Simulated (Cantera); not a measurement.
# Moist CO burnout

An isothermal, constant-pressure homogeneous reactor starts with 0.179 % CO, 0.497 % O₂, 0.0149 % H₂O, 99.3 % N₂, at 1250 K and 500000 Pa.

Computed with Cantera and GRI-Mech 3.0 (53 species, 325 reactions).

| t (s) | x CO | x O₂ | x H₂O | x OH | x CO₂ |
|---|---|---|---|---|---|
| 5.00e-6 | 0.00179 | 0.00497 | 0.000149 | <1e-12 | 2.35e-11 |
| 2.10e-5 | 0.00179 | 0.00497 | 0.000149 | <1e-12 | 9.87e-11 |
| 8.79e-5 | 0.00179 | 0.00497 | 0.000149 | 4.41e-12 | 4.22e-10 |
| 0.000368 | 0.00179 | 0.00497 | 0.000149 | 4.10e-11 | 1.99e-9 |
| 0.00154 | 0.00179 | 0.00497 | 0.000149 | 3.64e-10 | 1.52e-8 |
| 0.00647 | 0.00179 | 0.00496 | 0.000149 | 1.85e-8 | 8.95e-7 |
| 0.0271 | 0.00144 | 0.00479 | 0.000147 | 8.96e-7 | 0.000349 |
| 0.114 | 0.000475 | 0.00431 | 0.000148 | 7.44e-7 | 0.00131 |
| 0.477 | 2.24e-5 | 0.00408 | 0.000149 | 4.64e-7 | 0.00177 |
| 2.00 | 9.24e-8 | 0.00407 | 0.000149 | 1.47e-7 | 0.00179 |
x: mole fraction; the columns are a selection and need not sum to one.

Equilibrium at this temperature and pressure: CO 6.83e-10, O₂ 0.00405, H₂O 0.000149, OH 5.55e-8, CO₂ 0.00179 (gas phase only).
